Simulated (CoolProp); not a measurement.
Vapour-liquid equilibrium of toluene (1) + n-octane (2) at 1.03 MPa; x and y are mole fractions of (1).

Model: multi-fluid Helmholtz-energy mixture model, Lemmon 2006 and Beckmüller 2019; pair parameters Bell 2016, in CoolProp.

Give the bubble temperature and the first vapour's composition at x = 0.2, 0.65, 0.8. Is there an azeotrope?

x = 0.2: 503.4 K, y = 0.246; x = 0.65: 494.8 K, y = 0.688; x = 0.8: 493.1 K, y = 0.820. No azeotrope shows between x = 0.05 and 0.95.

Pair parameters are fitted to limited data, so mixtures are less certain than the pure fluids.
